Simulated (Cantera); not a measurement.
# Premixed flame

A freely propagating, adiabatic, planar premixed flame of H2 : O2 : N2 : H2O = 1 : 0.312 : 1.17 : 0.0034 (molar parts), equivalence ratio 1.6, unburnt at 400 K and 3.10 bar; mixture-averaged transport, grid criteria slope 0.08 and curve 0.16, no radiation.

Model: the H2/O2 subset of GRI-Mech 3.0, which has no nitrogen chemistry, integrated in Cantera. The hydrogen kinetics of GRI-Mech 3.0 are dated; newer H2 mechanisms differ, most at raised pressure. Burning velocities carry a grid error of a few per cent, more on coarse grids.

```tsv
z (mm)	T (K)	u (m/s)	x H2	x O2	x H	x HO2	x OH	x O
-0.256	400	4.85	0.402	0.126	<1e-8	<1e-8	<1e-8	<1e-8
-0.171	400	4.85	0.402	0.126	<1e-8	<1e-8	<1e-8	<1e-8
-0.128	400	4.85	0.402	0.126	<1e-8	1.24e-8	<1e-8	<1e-8
-0.0853	401	4.86	0.402	0.126	<1e-8	5.58e-7	<1e-8	2.26e-8
-0.0427	439	5.25	0.392	0.127	1.10e-5	0.000263	2.53e-5	4.15e-6
-0.0213	750	8.66	0.352	0.120	0.00322	0.000672	0.00117	0.000216
0	1203	13.5	0.278	0.0908	0.0219	0.000262	0.00209	0.00193
0.0213	1524	16.9	0.202	0.0452	0.0455	0.000113	0.00457	0.00386
0.0427	1697	18.7	0.162	0.0173	0.0562	4.11e-5	0.00631	0.00346
0.0853	1850	20.2	0.147	0.00335	0.0535	7.72e-6	0.00734	0.00224
0.171	1979	21.5	0.151	0.00116	0.0407	2.78e-6	0.00703	0.00141
0.341	2090	22.5	0.157	0.000589	0.0281	1.44e-6	0.00579	0.000746
0.682	2175	23.3	0.161	0.000256	0.0179	6.58e-7	0.00419	0.000327
```
x: mole fraction of selected species; z is measured from the peak of heat release.

```
Property                      Value
------------------------  ---------
laminar burning velocity   485 cm/s
thermal thickness         0.0853 mm
peak x(H)                    0.0572
peak x(HO2)                0.000885
peak x(OH)                  0.00738
peak x(O)                   0.00392
```
